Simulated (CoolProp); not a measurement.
Saturation properties of toluene (Tc = 318.6 °C, pc = 4126 kPa, ω = 0.266).

Computed with CoolProp (reference Helmholtz-energy equation of state, Lemmon 2006). It is a short technical equation, of lower accuracy than the large ones.

```
T (°C)  p (kPa)  enthalpy of vaporisation (kJ/kg)  liquid cp (kJ/(kg K))  vapour Z  vapour viscosity (µPa s)
------  -------  --------------------------------  ---------------------  --------  ------------------------
177.05    488.1                             311.5                    [?]    0.8790                      10.2
180.75    524.8                             308.3                    [?]    0.8727                      10.3
184.45    563.5                             305.1                  2.306    0.8663                      10.4
188.25    605.5                             301.7                  2.324    0.8594                      10.5
191.95    648.5                             298.3                  2.341    0.8525                      10.6
195.75    695.1                             294.8                  2.359    0.8452                      10.7
199.45    742.8                             291.3                  2.378       [?]                      10.8
203.25    794.4                               [?]                  2.397    0.8299                      10.9
206.95    847.0                             283.9                  2.416    0.8221                      11.0
210.75    903.8                             280.1                  2.436       [?]                      11.1
214.45    961.8                             276.2                  2.456    0.8053                      11.2
```

**Question.** Fill in the missing entries.

**Answer.** 
- 177.05, liquid cp (kJ/(kg K)): 2.273
- 180.75, liquid cp (kJ/(kg K)): 2.289
- 199.45, vapour Z: 0.8378
- 203.25, enthalpy of vaporisation (kJ/kg): 287.6
- 210.75, vapour Z: 0.8137

It boils at 110.6 °C under 1 atm.

Viscosity comes from a separate model (Avgeri 2015).
